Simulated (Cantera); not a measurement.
A perfectly stirred reactor is fed with 8.68 % H₂, 91.3 % O₂, at 0.0390 bar; it is held at 950 K, and followed from long to short residence time.

Detailed kinetics in Cantera: the H2/O2 subset of GRI-Mech 3.0, which has no nitrogen chemistry. Radical loss at walls, strong at low pressure, is not modelled. The temperature is held fixed by assumption; the heat of reaction is taken as removed at once.

One state of this run: x H₂ = 0.0259; x O₂ = 0.899; x HO₂ = 3.06e-5; x O = 0.00702; x H₂O₂ = 1.19e-6. x: mole fraction; the columns are a selection and need not sum to one.

**Question.** Which value of τ (s) does it belong to?
A) 0.0015
B) 0.0033
C) 0.085
D) 0.19

**Answer.** A, 0.0015
